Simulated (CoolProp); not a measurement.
The fluid at 298.15 K and 0.034 MPa (gas) is heated at constant pressure to 489.7 K. The same conditions are run with several fluids, on thermodynamics alone (safety and materials aside).

Computed with CoolProp (reference Helmholtz-energy equation of state of each fluid (n-butane: Bücker 2006; R115: Lemmon 2016; R365MFC: Lemmon 2016; nitrous oxide: Lemmon 2006)).

Problem. Rank n-butane, R115, R365MFC, nitrous oxide by heat (kJ/kg), highest first.

Solution. n-butane (406), R365MFC (221), nitrous oxide (184), R115 (158)

```tsv
fluid	final density (kg/m³)
n-butane	0.486
R115	1.29
R365MFC	1.24
nitrous oxide	0.368
```
